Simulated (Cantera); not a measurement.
A Cantera script and its output.

```python
import numpy as np
import cantera as ct

gas = ct.Solution("gri30.yaml")
gas.TPX = 1175, 1333, {'H2': 0.052, 'O2': 1}
reactor = ct.IdealGasConstPressureReactor(gas, energy="off", clone=False)
net = ct.ReactorNet([reactor])
net.rtol, net.atol = 1e-08, 1e-18
show = ['H2', 'O2', 'O', 'H2O', 'H', 'OH', 'HO2']
times = np.geomspace(2e-06, 1, 12)

steps = ct.SolutionArray(gas, extra=["t"])
rows = []
print(f"{'t/s':>10s}{'T/K':>9s}{'P/Pa':>11s}" + "".join(f"{s:>11s}" for s in show))
for t in times:
    while net.time < t:
        t_next = net.step()
        steps.append(gas.state, t=t_next)
    rows.append([np.interp(t, steps.t, y) for y in (steps.T, steps.P, *steps(*show).X.T)])
    print(f"{t:10.3e}{rows[-1][0]:9.1f}{rows[-1][1]:11.4g}" + "".join(f"{x:11.3e}" for x in rows[-1][2:]))
rate = np.gradient(steps.T, steps.t)
print("integrator steps:", len(steps.t))
if steps.T.max() > steps.T[0] + 200:
    print(f"time of steepest temperature rise: {steps.t[rate.argmax()]:.4e} s")
gas.TPX = 1175, 1333, {'H2': 0.052, 'O2': 1}
gas.equilibrate("TP")
print(f"equilibrium (TP): T = {gas.T:.1f} K  " + "  ".join(f"{s} {gas[s].X[0]:.3e}" for s in show))
```

Result:

```
       t/s      T/K       P/Pa         H2         O2          O        H2O          H         OH        HO2
 2.000e-06   1175.0       1333  4.943e-02  9.506e-01  1.067e-12  1.038e-14  5.217e-11  1.062e-12  5.323e-11
 6.594e-06   1175.0       1333  4.943e-02  9.506e-01  1.117e-11  3.563e-13  1.646e-10  1.099e-11  1.755e-10
 2.174e-05   1175.0       1333  4.943e-02  9.506e-01  1.095e-10  1.147e-11  4.803e-10  1.037e-10  5.789e-10
 7.166e-05   1175.0       1333  4.943e-02  9.506e-01  9.338e-10  3.092e-10  1.280e-09  7.926e-10  1.910e-09
 2.363e-04   1175.0       1333  4.943e-02  9.506e-01  8.394e-09  7.257e-09  5.122e-09  5.849e-09  6.317e-09
 7.789e-04   1175.0       1333  4.943e-02  9.506e-01  3.513e-07  5.012e-07  1.690e-07  2.241e-07  2.229e-08
 2.568e-03   1175.0       1333  2.926e-02  9.360e-01  9.605e-03  1.519e-02  5.419e-03  4.544e-03  3.563e-06
 8.465e-03   1175.0       1333  7.529e-04  9.172e-01  2.835e-02  4.410e-02  6.654e-03  2.944e-03  3.653e-06
 2.791e-02   1175.0       1333  4.689e-04  9.302e-01  1.698e-02  4.690e-02  3.113e-03  2.332e-03  3.247e-06
 9.201e-02   1175.0       1333  1.405e-04  9.437e-01  4.935e-03  4.949e-02  4.892e-04  1.280e-03  2.094e-06
 3.033e-01   1175.0       1333  1.972e-05  9.484e-01  6.923e-04  5.038e-02  2.573e-05  4.821e-04  7.313e-07
 1.000e+00   1175.0       1333  2.322e-06  9.492e-01  8.239e-05  5.059e-02  1.059e-06  1.669e-04  1.549e-07
integrator steps: 1293
equilibrium (TP): T = 1175.0 K  H2 3.389e-09  O2 9.493e-01  O 1.240e-07  H2O 5.068e-02  H 6.222e-11  OH 6.484e-06  HO2 7.571e-09
```

Cantera simulation using GRI-Mech 3.0 (53 species, 325 reactions); the numbers are that mechanism's predictions, not measurements. Radical loss at walls, strong at low pressure, is not modelled. The temperature is held fixed by assumption; the heat of reaction is taken as removed at once.
